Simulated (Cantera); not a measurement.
Input: 1 mol CO2, 0.98 mol SO2, 0.63 mol H2, equilibrated at 1175 K and 14.0 bar.

These are equilibrium values from Cantera (NASA tables, ideal gas, pure condensed phases), not measurements of a reactor. Candidate condensed phases: C, C6H6, C7H8, C8H18, H2O, H2SO4, S; 123 gas species. Gases not in the tables: S3 to S7. Equilibrium is a limit: real reactors are often held back by kinetics, nucleation or transport.

Base state: CO2 0.406, SO2 0.284, H2O 0.236, S2 0.0424, H2S 0.0218, S2O 0.00523, CO 0.00231, COS 0.00153 (mole fractions); condensed: gas only.

### Question
What changes in the equilibrium state with this change: 0.39 mol H2S added?

### Answer
| species | before | after |
|---|---|---|
| CO2 | 0.406 | 0.340 |
| H2O | 0.236 | 0.289 |
| SO2 | 0.284 | 0.193 |
| S2 | 0.0424 | 0.0999 |
| H2S | 0.0218 | 0.0616 |
| SH | 2.07e-5 | 4.32e-5 |
| COS | 0.00153 | 0.00294 |
| H2 | 0.00104 | 0.00193 |
| S2O | 0.00523 | 0.00821 |

### Question
What changes in the equilibrium state with this change: temperature from 1175 K to 3123 K?

### Answer
```csv
species,before,after
SO2,0.284,0.295
H2O,0.236,0.188
CO,0.00231,0.186
CO2,0.406,0.182
SO,7.27e-5,0.0593
O2,<1e-9,0.0179
OH,1.66e-9,0.0262
H2S,0.0218,0.000197
S2,0.0424,0.000632
H2,0.00104,0.0250
H,1.06e-9,0.00960
O,<1e-9,0.00607
```
